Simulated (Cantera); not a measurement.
Mixture: 33.9 % H₂, 13.9 % O₂, 52.2 % N₂, at 15.8 atm, adiabatic and at constant volume. Ignition delay is the time to a rise of 400 K.

Computed with Cantera and the H2/O2 subset of GRI-Mech 3.0, which has no nitrogen chemistry. The hydrogen kinetics of GRI-Mech 3.0 are dated; newer H2 mechanisms differ, most at raised pressure. The pressure lies above the range GRI-Mech 3.0 was tuned for (to about 10 atm). Below about 950 K walls govern HO2 and H2O2 in real vessels.

### Question
At T0 = 1075 K, what is the delay, and which 5 reactions control it most (d ln τ / d ln k, from doubling and halving each rate constant)?

### Answer
The delay is 1.19 ms.
| reaction | d ln τ / d ln k | faster rate |
|---|---|---|
| H + H2O2 <=> H2 + HO2 | -0.54 | shortens it |
| 2 OH (+M) <=> H2O2 (+M) | -0.50 | shortens it |
| H + O2 <=> O + OH | -0.45 | shortens it |
| H + O2 + N2 <=> HO2 + N2 | 0.17 | lengthens it |
| H + O2 + M <=> HO2 + M | 0.17 | lengthens it |
